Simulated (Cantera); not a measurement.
Charge: 1 mol HF, 0.54 mol O2, equilibrated at 1 atm.

These are equilibrium values from Cantera (NASA tables, ideal gas, pure condensed phases), not measurements of a reactor. Candidate condensed phases: H2O; 37 gas species. Ions and electrons are included (thermal ionisation). Rates play no part.

x: gas mole fraction; nothing condenses.

| T (K) | x HF | x O | x O2 | x F | x H | x OH | x H2O |
|---|---|---|---|---|---|---|---|
| 2500 | 0.638 | 0.00842 | 0.342 | 0.00703 | 0.000118 | 0.00243 | 0.00222 |
| 3000 | 0.593 | 0.0612 | 0.296 | 0.0278 | 0.00325 | 0.0132 | 0.00525 |
| 3500 | ? | ? | ? | ? | ? | 0.0300 | 0.00554 |
| 4000 | 0.293 | 0.346 | 0.0548 | 0.156 | 0.114 | 0.0280 | 0.00217 |
| 4500 | ? | 0.369 | ? | ? | ? | ? | ? |
| 5000 | 0.0389 | 0.358 | 0.00264 | 0.301 | 0.292 | 0.00477 | 4.23e-5 |

**Question.** What belongs in the gaps?

**Answer.** 
- 3500, x HF: 0.475
- 3500, x O: 0.206
- 3500, x O2: 0.177
- 3500, x F: 0.0753
- 3500, x H: 0.0293
- 4500, x HF: 0.125
- 4500, x O2: 0.0112
- 4500, x F: 0.250
- 4500, x H: 0.227
- 4500, x OH: 0.0130
- 4500, x H2O: 0.000357
